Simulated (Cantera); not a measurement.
Input: 1 mol BN, 2.6 mol NF3, 6.8 mol N2, held at 13.3 mbar.

Method: chemical equilibrium by Gibbs-energy minimisation in Cantera with the NASA 1993 tables (ideal gas, pure condensed phases). Candidate condensed phases: B, BN; 13 gas species. Kinetics and transport are ignored. All values below are at 1148 K.

Base state: N2 0.604, F 0.316, BF3 0.0702, F2 0.0106 (mole fractions); condensed: gas only.

Task: What changes in the equilibrium state with this change: N2 from 6.8 to 1.4 mol?

Result: 
```csv
species,before,after
F,0.316,0.495
N2,0.604,0.365
BF3,0.0702,0.114
F2,0.0106,0.0262
```
